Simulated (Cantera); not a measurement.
A freely propagating, adiabatic, planar premixed flame of CH₃OH : O₂ : N₂ : H₂O = 0.77 : 1.56 : 5.62 : 1.9 (molar parts), unburnt at 475 K and 2.57 atm; mixture-averaged transport, grid criteria slope 0.08 and curve 0.16, no radiation.

Cantera simulation using GRI-Mech 3.0 (53 species, 325 reactions); the numbers are that mechanism's predictions, not measurements. GRI-Mech 3.0 was tuned for natural gas; its chemistry of methanol as a main component is partial and can be far from experiment. Burning velocities carry a grid error of a few per cent, more on coarse grids.

x: mole fraction of selected species; z is measured from the peak of heat release.

| z (mm) | T (K) | u (m/s) | x CH₃OH | x O₂ | x H₂O | x HCN | x C₂H₆ | x C₂H₂ |
|---|---|---|---|---|---|---|---|---|
| -1.24 | 476 | 0.182 | 0.0781 | 0.158 | 0.193 | <1e-8 | <1e-8 | <1e-8 |
| -0.827 | 484 | 0.185 | 0.0778 | 0.157 | 0.194 | <1e-8 | <1e-8 | <1e-8 |
| -0.620 | 506 | 0.194 | 0.0769 | 0.155 | 0.198 | <1e-8 | <1e-8 | <1e-8 |
| -0.414 | (withheld) | 0.234 | 0.0720 | 0.147 | 0.212 | <1e-8 | <1e-8 | <1e-8 |
| -0.207 | (withheld) | 0.367 | 0.0502 | 0.119 | 0.251 | <1e-8 | <1e-8 | <1e-8 |
| -0.103 | (withheld) | 0.484 | 0.0262 | 0.0923 | 0.283 | <1e-8 | <1e-8 | <1e-8 |
| 0 | (withheld) | 0.614 | 0.00169 | 0.0621 | 0.317 | <1e-8 | <1e-8 | <1e-8 |
| 0.103 | 1667 | 0.668 | 5.12e-7 | 0.0477 | 0.327 | <1e-8 | <1e-8 | <1e-8 |
| 0.207 | 1730 | 0.690 | <1e-8 | 0.0430 | 0.331 | <1e-8 | <1e-8 | <1e-8 |
| 0.414 | 1775 | 0.706 | <1e-8 | 0.0404 | 0.334 | <1e-8 | <1e-8 | <1e-8 |
| 0.827 | 1795 | 0.713 | <1e-8 | 0.0396 | 0.335 | <1e-8 | <1e-8 | <1e-8 |
| 1.65 | 1801 | 0.715 | <1e-8 | 0.0395 | 0.336 | <1e-8 | <1e-8 | <1e-8 |
| 3.31 | 1802 | 0.716 | <1e-8 | 0.0395 | 0.336 | <1e-8 | <1e-8 | <1e-8 |

Question: Complete the blanks.

Answer: 
- -0.414, T (K): 606
- -0.207, T (K): 931
- -0.103, T (K): 1212
- 0, T (K): 1523
